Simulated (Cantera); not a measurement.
An isothermal, constant-pressure homogeneous reactor starts with H2 : O2 : N2 = 1.6 : 1 : 1.1 (molar parts), equivalence ratio 0.80, at 1223 K and 15000 Pa.

Model: the H2/O2 subset of GRI-Mech 3.0, which has no nitrogen chemistry, integrated in Cantera. The temperature is held fixed by assumption; the heat of reaction is taken as removed at once.

One state of this run: x H2 = 1.49e-5; x O2 = 0.0689; x H2O2 = 1.29e-7; x HO2 = 3.97e-7; x OH = 0.000128; x H2O = 0.552. x: mole fraction; the columns are a selection and need not sum to one.

**Question.** Which value of t (s) does it belong to?
A) 0.00111
B) 30.0
C) 0.0658
D) 0.0237

**Answer.** D, 0.0237
